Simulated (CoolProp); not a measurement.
Values from CoolProp's reference Helmholtz-energy equation of state, Lemmon 2006. It is a short technical equation, of lower accuracy than the large ones.

**Question.** For C2F6 (R116), give the phase and the Z, isothermal compressibility (1/MPa), expansivity (1/kK), Prandtl number at -88.15 °C and 440 kPa; -84.55 °C and 440 kPa; -73.75 °C and 440 kPa.

**Answer.** 
- -88.15 °C and 440 kPa: liquid; Z 0.0239, isothermal compressibility 0.00247, expansivity 2.57, Prandtl number 5.91
- -84.55 °C and 440 kPa: liquid; Z 0.0237, isothermal compressibility 0.00263, expansivity 2.63, Prandtl number 5.65
- -73.75 °C and 440 kPa: liquid; Z 0.0231, isothermal compressibility 0.00320, expansivity 2.84, Prandtl number 5.02

Viscosity comes from a separate model (Huber 2003), an estimate that may be off by 10 % or more. Thermal conductivity comes from a separate model (Huber 2003), an estimate that may be off by 10 % or more.
